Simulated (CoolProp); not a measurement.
Vapour-liquid equilibrium of fluoroethane (R161) (1) + R134a (2) at -75.35 °C; x and y are mole fractions of (1).

Values from CoolProp's multi-fluid Helmholtz-energy mixture model, Wu 2012 and Tillner-Roth 1994; pair parameters Bell 2016.

```csv
x,bubble pressure (MPa),y at the bubble point,dew pressure at overall composition x (MPa),liquid density (mol/L)
0.05,0.005591,0.094,0.005465,15.00
0.125,0.005998,0.223,0.005683,15.20
0.2,0.006424,0.339,0.005920,15.42
0.275,0.006872,0.442,0.006181,15.63
0.35,0.007341,0.535,0.006471,15.86
0.425,0.007831,0.617,0.006793,16.09
0.5,0.008341,0.691,0.007157,16.32
0.575,0.008870,0.756,0.007571,16.57
0.65,0.009416,0.814,0.008048,16.82
0.725,0.009976,0.864,0.008607,17.07
0.8,0.01055,0.909,0.009278,17.34
0.875,0.01112,0.947,0.01010,17.61
0.95,0.01170,0.980,0.01117,17.89
```

No azeotrope shows between x = 0.05 and 0.95.

The pair parameters rest on a limited set of measurements; away from them the model extrapolates.
